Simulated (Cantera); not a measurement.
Feed: 1 mol B, 6.2 mol H2O, 12 mol N2, 2.3 mol H2, held at 1.65 Torr.

These are equilibrium values from Cantera (NASA tables, ideal gas, pure condensed phases), not measurements of a reactor. Candidate condensed phases: B, BN, B2O3, B3O3H3, H2O; 39 gas species. The numbers say what is thermodynamically allowed, not how fast it happens.

### Question
At 1750 °C, list the 5 most abundant gas species with their mole fractions, and the condensed phases.

### Answer
N2 0.566, H2O 0.197, H2 0.172, HBO2 0.0439, H 0.0168. Condensed: gas only.
